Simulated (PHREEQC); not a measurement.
0.059 g of hydrous ferric oxide (600 m²/g; 0.2 weak and 0.005 strong sites per Fe, Dzombak-Morel constants, diffuse double layer) in 1 kg of water with 0.001 mol/kgw of an inert sodium salt, at 25 °C; the pH is set by adding NaOH or the inert anion's acid. Oxygen is held at 0.21 atm. No CO2 enters from the air. No solid was allowed to form.

Model: ion-association model, wateq4f.dat, run in PHREEQC.

```tsv
pH	surface charge σ (C/m²)	surface potential ψ (mV)
3	0.253	234
3.5	0.174	[?]
4	0.118	210
4.5	0.078	191
5	0.050	[?]
5.5	0.031	145
6	0.019	119
6.5	0.011	92
7	0.006	[?]
7.5	0.003	35
8	0.000	6
8.5	-0.002	[?]
9	-0.004	-51
```

Problem. Some entries are withheld; supply them.

Solution. 
- 3.5, surface potential ψ (mV): 225
- 5, surface potential ψ (mV): 169
- 7, surface potential ψ (mV): 64
- 8.5, surface potential ψ (mV): -23

The oxide is taken as insoluble; below pH 4 it would dissolve.
